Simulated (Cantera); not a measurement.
Input: 1 mol Cr, 3.3 mol N2O, equilibrated at 1598.15 K and 1.60 Pa.

Equilibrium computed with Cantera from the NASA thermochemical tables; the gas is ideal and each condensed phase is pure. Candidate condensed phases: Cr, CrN, Cr2N, Cr2O3; 14 gas species. Rates play no part.

### Question
What is the equilibrium state?

### Answer
| Quantity | Result |
|---|---|
| x(N2) | 0.784 |
| x(O2) | 0.212 |
| x(NO) | 0.00193 |
| x(O) | 0.00163 |
| x(CrO2) | 6.94e-5 |
| x(CrO3) | 7.14e-6 |
| n(Cr2O3(s)) | 0.500 mol |
| gas amount | 4.204 mol |
| log10 activity of Cr(s) (absent) | -7.64 |
| log10 activity of Cr2N(s) (absent) | -17.33 |
